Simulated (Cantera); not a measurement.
Feed: 1 mol SiH₂Cl₂, 0.98 mol Cl₂, 96 mol H₂, 0.25 mol HCl, held at 0.00490 bar.

Method: chemical equilibrium by Gibbs-energy minimisation in Cantera with the NASA 1993 tables (ideal gas, pure condensed phases). Candidate condensed phases: Si; 19 gas species. The tables' values for SiCl are old estimates; treat these amounts as uncertain. Gases not in the tables: Si₂H₆ and higher silanes. Equilibrium is a limit: real reactors are often held back by kinetics, nucleation or transport. All values below are at 1402 °C.

Base state: H₂ 0.960, HCl 0.0337, SiCl₂ 0.00427, H 0.00163, Si 8.86e-5, Cl 4.46e-5, SiCl 4.10e-5, SiH₂ 1.08e-5 (mole fractions); condensed: Si(s).

### Question
What changes in the equilibrium state with this change: pressure from 0.00490 bar to 0.0100 bar?

### Answer
```tsv
species	before	after
H₂	0.960	0.961
HCl	0.0337	0.0337
SiCl₂	0.00427	0.00428
H	0.00163	0.00114
Si	8.86e-5	4.34e-5
SiCl₃	9.40e-6	1.34e-5
SiH	1.02e-5	7.14e-6
Cl	4.46e-5	3.12e-5
SiCl	4.10e-5	2.87e-5
SiH₂	1.08e-5	1.08e-5
Si(s), mol	0.560	0.565
```
The tables' values for SiCl, SiCl₃ are old estimates; treat these amounts as uncertain.
